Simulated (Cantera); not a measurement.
Low-pressure radical oxidation in H2/O2

A perfectly stirred reactor is fed with H₂ : O₂ : N₂ = 0.14 : 1 : 0.18 (molar parts), at 0.00296 atm; it is held at 1375 K, and followed from long to short residence time.

Cantera simulation using GRI-Mech 3.0 (53 species, 325 reactions); the numbers are that mechanism's predictions, not measurements. Radical loss at walls, strong at low pressure, is not modelled. The temperature is held fixed by assumption; the heat of reaction is taken as removed at once.

```tsv
τ (s)	x H₂	x O₂	x NO	x H₂O₂	x NO₂
5.1	0.000897	0.730	3.67e-7	2.13e-8	4.05e-12
2.1	0.00145	0.722	4.67e-7	2.45e-8	3.65e-12
0.86	0.00218	0.711	5.19e-7	2.66e-8	3.02e-12
0.36	0.00290	0.699	4.46e-7	2.73e-8	2.10e-12
0.15	0.00355	0.690	2.89e-7	2.74e-8	1.19e-12
0.060	0.00425	0.685	1.45e-7	2.78e-8	<1e-12
0.025	0.00538	0.684	6.57e-8	2.91e-8	<1e-12
0.010	0.00792	0.686	2.62e-8	3.20e-8	<1e-12
0.0041	0.0134	0.691	9.73e-9	3.67e-8	<1e-12
0.0017	0.0251	0.701	3.03e-9	4.09e-8	<1e-12
0.00070	0.0493	0.719	5.78e-10	3.60e-8	<1e-12
```
x: mole fraction; the columns are a selection and need not sum to one.
